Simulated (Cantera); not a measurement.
# C6H6 + NH3 (carbon deposition, reforming and gasification)

A closed system holds: 1 mol C6H6, 0.082 mol NH3, held at 9000000 Pa.

Equilibrium computed with Cantera from the NASA thermochemical tables; the gas is ideal and each condensed phase is pure. Candidate condensed phases: C, C6H6, C7H8, C8H18; 92 gas species. The ideal-gas law is rough above about 30 bar. Equilibrium is a limit: real reactors are often held back by kinetics, nucleation or transport.

| T (°C) | log p H2 | log p CH4 | log p N2 | log p C2H2 (acetylene) | log p HCN | log p H | log p HNC | log p C2H4 | n C(graphite) |
|---|---|---|---|---|---|---|---|---|---|
| 1625 | 1.93 | 0.61 | 0.06 | -1.50 | -1.02 | -2.14 | -2.35 | -1.48 | 5.86 |
| 1725 | 1.93 | 0.49 | 0.05 | -1.19 | -0.84 | -1.83 | -2.09 | -1.42 | 5.88 |
| 1825 | 1.93 | 0.39 | 0.03 | -0.91 | -0.69 | -1.54 | -1.86 | -1.37 | 5.90 |
| 1925 | 1.94 | 0.29 | 0.01 | -0.66 | -0.55 | -1.29 | -1.65 | -1.33 | 5.90 |
| 2025 | 1.94 | 0.21 | -0.01 | -0.43 | -0.43 | -1.05 | -1.47 | -1.29 | 5.90 |
| 2125 | 1.94 | 0.12 | -0.04 | -0.22 | -0.32 | -0.83 | -1.30 | -1.26 | 5.89 |
| 2225 | 1.93 | 0.05 | -0.08 | -0.03 | -0.22 | -0.64 | -1.15 | -1.24 | 5.87 |
log p: log10 of the partial pressure in bar; n: condensed amount in mol.

From 1625 °C to 2225 °C the condensed part is C(graphite). The main C-bearing gas is CH4 at 1625 °C and C2H2 (acetylene) at 2225 °C.
